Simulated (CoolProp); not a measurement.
Vapour-liquid equilibrium of R22 (1) + acetone (2) at 35.8 kPa; x and y are mole fractions of (1).

Values from CoolProp's multi-fluid Helmholtz-energy mixture model, Kamei 1995 and Lemmon 2006; pair parameters Bell 2016.

### Question
Give the bubble temperature and the first vapour's composition at x = 0.2, 0.65, 0.95. Is there an azeotrope?

### Answer
x = 0.2: 255.9 K, y = 0.916; x = 0.65: 227.0 K, y = 0.997; x = 0.95: 213.4 K, y = 1.000. No azeotrope shows between x = 0.05 and 0.95.

Pair parameters are fitted to limited data, so mixtures are less certain than the pure fluids. With so large a gap from Raoult's law the liquid may split in two, which this calculation doesn't test in full.
